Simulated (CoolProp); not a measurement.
Water at 425.37 K and 0.105 MPa is throttled through a valve to 0.0377 MPa with no heat exchange. Each further row changes one setting.

Model: reference Helmholtz-energy equation of state, Wagner 2002, in CoolProp.

| case | temperature change (K) | final density (kg/m³) |
|---|---|---|
| as stated | -2.4 | 0.194 |
| outlet pressure 0.0113 MPa | -3.4 | 0.0581 |
| outlet pressure 0.049 MPa | -2.0 | 0.252 |
